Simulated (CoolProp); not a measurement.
Properties of n-perfluorohexane at several states (Tc = 448.0 K, pc = 1742 kPa, ω = 0.497).

Values from CoolProp's reference Helmholtz-energy equation of state, Gao 2022.

| T (K) | p (kPa) | phase | density (kg/m³) | cp (kJ/(kg K)) | isothermal compressibility (1/MPa) | expansivity (1/kK) |
|---|---|---|---|---|---|---|
| 267 | 15 | liquid | 1764 | 0.9981 | (withheld) | (withheld) |
| 247.6 | 225 | liquid | (withheld) | 0.9675 | (withheld) | 1.514 |
| 252.3 | 4940 | liquid | 1820 | (withheld) | (withheld) | (withheld) |
| 322.3 | 271 | liquid | 1605 | 1.085 | 0.003774 | 1.936 |
| 223.6 | 22.7 | liquid | 1884 | 0.9305 | (withheld) | 1.476 |

Task: Complete the blanks.

Result: 
- 267, isothermal compressibility (1/MPa): 0.001961
- 267, expansivity (1/kK): 1.577
- 247.6, density (kg/m³): 1819
- 247.6, isothermal compressibility (1/MPa): 0.001625
- 252.3, cp (kJ/(kg K)): 0.9720
- 252.3, isothermal compressibility (1/MPa): 0.001569
- 252.3, expansivity (1/kK): 1.458
- 223.6, isothermal compressibility (1/MPa): 0.001327
